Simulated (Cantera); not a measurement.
Mixture: CH₄ : H₂ : O₂ : N₂ = 1 : 0.83 : 3.18 : 11.9 (molar parts), equivalence ratio 0.76, at 350000 Pa, adiabatic and at constant volume. Ignition delay is the time to a rise of 400 K.

Computed with Cantera and GRI-Mech 3.0 (53 species, 325 reactions). Below about 1000 K GRI-Mech 3.0 lacks low-temperature oxidation paths.

### Question
Predict: delay at 975 K; delay at 1025 K; delay at 1075 K; delay at 1125 K; delay at 1175 K; delay at 1225 K; delay at 1275 K; apparent activation energy between 1175 and 1275 K.

### Answer
delay at 975 K: 30.5 ms
delay at 1025 K: 6.38 ms
delay at 1075 K: 1.83 ms
delay at 1125 K: 0.803 ms
delay at 1175 K: 0.455 ms
delay at 1225 K: 0.287 ms
delay at 1275 K: 0.192 ms
apparent activation energy between 1175 and 1275 K: 110 kJ/mol
